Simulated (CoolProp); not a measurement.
Vapour-liquid equilibrium of R13 (1) + R11 (2) at 18.5 kPa; x and y are mole fractions of (1).

Computed with CoolProp (multi-fluid Helmholtz-energy mixture model, Platzer 1990 and Jacobsen 1992; pair parameters Bell 2016). This equation is an older, rougher fit; its heat capacities, sound speeds and derivatives of the liquid may be far off and weren't checked against measurements.

Q: Give the bubble temperature and the first vapour's composition at x = 0.275, 0.35, 0.65. Is there an azeotrope?

A: x = 0.275: -97.9 °C, y = 0.999; x = 0.35: -100.3 °C, y = 0.999; x = 0.65: -104.5 °C, y = 1.000. No azeotrope shows between x = 0.05 and 0.95.

The pair parameters rest on a limited set of measurements; away from them the model extrapolates. With so large a gap from Raoult's law the liquid may split in two, which this calculation doesn't test in full.
